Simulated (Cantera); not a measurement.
Diamond growth

A diamond (100) surface in a fixed gas of H2 with x(CH4) = 0.0067, x(CH3) = 1.3e-05, at 1375 K, 0.0543 atm; coverages are run to steady state.

Cantera simulation using the Harris–Goodwin 1993 mechanism for the reconstructed diamond (100) surface; the numbers are that mechanism's predictions, not measurements.

```json
[
 {"x(H)": "0.0001", "growth (µm/h)": "0.00109", "θ c6HH": "0.700", "θ c6H*": "0.0283", "θ c6*H": "0.269", "θ c6**": "0.00337"},
 {"x(H)": "0.0002", "growth (µm/h)": "0.00480", "θ c6HH": "0.588", "θ c6H*": "0.0384", "θ c6*H": "0.365", "θ c6**": "0.00826"},
 {"x(H)": "0.0004", "growth (µm/h)": "0.0162", "θ c6HH": "0.494", "θ c6H*": "0.0466", "θ c6*H": "0.443", "θ c6**": "0.0168"},
 {"x(H)": "0.00079", "growth (µm/h)": "0.0401", "θ c6HH": "0.428", "θ c6H*": "0.0519", "θ c6*H": "0.493", "θ c6**": "0.0279"},
 {"x(H)": "0.0016", "growth (µm/h)": "0.0774", "θ c6HH": "0.385", "θ c6H*": "0.0548", "θ c6*H": "0.520", "θ c6**": "0.0397"},
 {"x(H)": "0.0032", "growth (µm/h)": "0.118", "θ c6HH": "0.361", "θ c6H*": "0.0562", "θ c6*H": "0.533", "θ c6**": "0.0491"},
 {"x(H)": "0.0063", "growth (µm/h)": "0.158", "θ c6HH": "0.349", "θ c6H*": "0.0569", "θ c6*H": "0.539", "θ c6**": "0.0552"},
 {"x(H)": "0.013", "growth (µm/h)": "0.205", "θ c6HH": "0.342", "θ c6H*": "0.0572", "θ c6*H": "0.542", "θ c6**": "0.0590"},
 {"x(H)": "0.025", "growth (µm/h)": "0.263", "θ c6HH": "0.338", "θ c6H*": "0.0575", "θ c6*H": "0.543", "θ c6**": "0.0609"}
]
```
θ: site fractions in the mechanism's names (c6HH fully hydrogenated, c6H* and c6*H radical sites, c6** diradical, c6HM methylated).
